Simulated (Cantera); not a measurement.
Input: 1 mol C₂H₅OH, 0.038 mol O₂, 0.31 mol N₂, at 0.518 Torr.

Equilibrium computed with Cantera from the NASA thermochemical tables; the gas is ideal and each condensed phase is pure. Candidate condensed phases: C, C₆H₆, C₇H₈, C₈H₁₈, H₂O; 136 gas species. Kinetics and transport are ignored. All values below are at 2175 K.

Base state: H₂ 0.563, CO 0.228, H 0.139, N₂ 0.0629, HCN 0.00522, C₂H₂ (acetylene) 0.00126, HNC 0.000397, CN 4.40e-5 (mole fractions); condensed: C(graphite).

**Question.** What changes in the equilibrium state with this change: pressure from 0.518 Torr to 0.248 Torr?

**Answer.** 
| species | before | after |
|---|---|---|
| H₂ | 0.563 | 0.517 |
| CO | 0.228 | 0.222 |
| H | 0.139 | 0.193 |
| N₂ | 0.0629 | 0.0612 |
| CN | 4.40e-5 | 6.27e-5 |
| C₂H | 1.00e-5 | 1.39e-5 |
| C₂H₂ (acetylene) | 0.00126 | 0.00115 |
| C(graphite), mol | 0.885 | 0.886 |
